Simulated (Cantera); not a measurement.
Equilibrium for silicon nitride deposition: SiH4 + N2 + H2

Input: 1 mol SiH4, 1 mol N2, a varied amount of H2, held at 2023 K and 1.33 mbar.

Cantera equilibrium calculation (NASA polynomials, part measured and part estimated; ideal gas, pure solids and liquids). Candidate condensed phases: Si, Si3N4; 18 gas species. The tables' values for SiN are old estimates; treat these amounts as uncertain. Gases not in the tables: Si2H6 and higher silanes. The numbers say what is thermodynamically allowed, not how fast it happens.

```json
[
 {"n(H2) (mol)": "8.2", "x H2": "0.825", "x N2": "0.0831", "x H": "0.0472", "x Si": "0.0427", "x SiH": "0.000910", "x Si2": "0.000467", "n Si(l)": "0.456"},
 {"n(H2) (mol)": "11", "x H2": "0.841", "x N2": "0.0665", "x H": "0.0477", "x Si": "0.0427", "x SiH": "0.000919", "x Si2": "0.000467", "n Si(l)": "0.320"},
 {"n(H2) (mol)": "15", "x H2": "0.856", "x N2": "0.0517", "x H": "0.0481", "x Si": "0.0427", "x SiH": "0.000927", "x Si2": "0.000467", "n Si(l)": "0.126"},
 {"n(H2) (mol)": "20", "x H2": "0.871", "x N2": "0.0406", "x H": "0.0485", "x Si": "0.0386", "x SiH": "0.000845", "x Si2": "0.000381", "n Si(l)": "0"},
 {"n(H2) (mol)": "28", "x H2": "0.890", "x N2": "0.0305", "x H": "0.0491", "x Si": "0.0291", "x SiH": "0.000646", "x Si2": "0.000218", "n Si(l)": "0"},
 {"n(H2) (mol)": "37", "x H2": "0.903", "x N2": "0.0238", "x H": "0.0494", "x Si": "0.0228", "x SiH": "0.000510", "x Si2": "0.000134", "n Si(l)": "0"},
 {"n(H2) (mol)": "51", "x H2": "0.915", "x N2": "0.0177", "x H": "0.0497", "x Si": "0.0171", "x SiH": "0.000384", "x Si2": "7.50e-5", "n Si(l)": "0"},
 {"n(H2) (mol)": "69", "x H2": "0.923", "x N2": "0.0134", "x H": "0.0500", "x Si": "0.0129", "x SiH": "0.000291", "x Si2": "4.28e-5", "n Si(l)": "0"},
 {"n(H2) (mol)": "93", "x H2": "0.930", "x N2": "0.0100", "x H": "0.0502", "x Si": "0.00974", "x SiH": "0.000221", "x Si2": "2.43e-5", "n Si(l)": "0"}
]
```
x: gas mole fraction; n: condensed amount in mol.

From 8.2 mol H2 to 15 mol H2 the condensed part is Si(l). From 20 mol H2 to 93 mol H2 nothing is condensed. The main Si-bearing gas is Si throughout.
